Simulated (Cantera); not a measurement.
A closed system holds: 1 mol borazine, 0.22 mol O2, at 602 °C and 7.50 Torr.

Cantera equilibrium calculation (NASA polynomials, part measured and part estimated; ideal gas, pure solids and liquids). The feed counts by its element totals alone. Rates play no part.

```tsv
species	before	after
H2	0.953	0.980
N2	0.0464	0.0194
H2O	0.000742	0.000571
BN(s), mol	2.71	2.88
B2O3(l), mol	0.146	0.0594
```
Gas species are given as mole fractions.

Problem. Which change was made?
(A) 0.67 mol H2O added
(B) pressure from 7.50 Torr to 100 Torr
(C) O2 from 0.22 to 0.09 mol
(D) O2 from 0.22 to 4 mol

Solution. C, O2 from 0.22 to 0.09 mol
